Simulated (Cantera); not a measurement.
An adiabatic, constant-volume homogeneous reactor starts with C₂H₄ : O₂ : N₂ : H₂O = 1 : 2.73 : 10.3 : 0.5 (molar parts), at 1025 K and 0.250 bar. Integrator tolerance rtol = 1e-08.

Model: GRI-Mech 3.0 (53 species, 325 reactions), integrated in Cantera. GRI-Mech 3.0 was tuned for natural gas; its chemistry of ethylene as a main component is partial and can be far from experiment.

What does this change do: pressure from 0.250 bar to 1.01 bar?


| quantity | before | after |
|---|---|---|
| time of steepest temperature rise | 43.1 ms | 70.0 ms |
| temperature at 0.300 s | 2749 K | 2864 K |
| equilibrium temperature | 2749 K | 2864 K |
| x(C₂H₄) at 0.300 s | <1e-12 (gas-phase equilibrium <1e-12) | <1e-12 (gas-phase equilibrium <1e-12) |
| x(O₂) at 0.300 s | 0.0170 (gas-phase equilibrium 0.0170) | 0.0140 (gas-phase equilibrium 0.0140) |
| x(H₂O) at 0.300 s | 0.126 (gas-phase equilibrium 0.126) | 0.132 (gas-phase equilibrium 0.132) |
| x(HCN) at 0.300 s | 1.90e-9 (gas-phase equilibrium 1.90e-9) | 5.93e-9 (gas-phase equilibrium 5.93e-9) |
| x(H₂) at 0.300 s | 0.0204 (gas-phase equilibrium 0.0204) | 0.0180 (gas-phase equilibrium 0.0180) |

What does this change do: initial temperature 1025 to 1675 K?


```csv
quantity,before,after
time of steepest temperature rise,43.1 ms,62.6 µs
temperature at 0.300 s,2749 K,2868 K
equilibrium temperature,2749 K,2868 K
x(C₂H₄) at 0.300 s,<1e-12 (gas-phase equilibrium <1e-12),<1e-12 (gas-phase equilibrium <1e-12)
x(O₂) at 0.300 s,0.0170 (gas-phase equilibrium 0.0170),0.0235 (gas-phase equilibrium 0.0235)
x(H₂O) at 0.300 s,0.126 (gas-phase equilibrium 0.126),0.102 (gas-phase equilibrium 0.102)
x(HCN) at 0.300 s,1.90e-9 (gas-phase equilibrium 1.90e-9),2.87e-9 (gas-phase equilibrium 2.87e-9)
x(H₂) at 0.300 s,0.0204 (gas-phase equilibrium 0.0204),0.0277 (gas-phase equilibrium 0.0277)
```
